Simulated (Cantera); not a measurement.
Standard-state values (1 bar) from the NASA 1993 polynomials, evaluated with Cantera. Values are per mole of reaction as written; species without (g) are pure solids or liquids, kept so even where they would boil at 1 bar.

Problem. Between 1225 and 1750 K, where is each reaction favourable under standard conditions?
- 2 C + 3 PbF2 ⇌ 3 Pb(g) + 2 CF3(g)

Solution. 
- 2 C + 3 PbF2 ⇌ 3 Pb(g) + 2 CF3(g): ΔG° is 907 kJ at 1225 K and 664 kJ at 1750 K; it stays positive (K < 1). ΔH° is 1432 kJ and ΔS° 439 J/K at 1750 K.
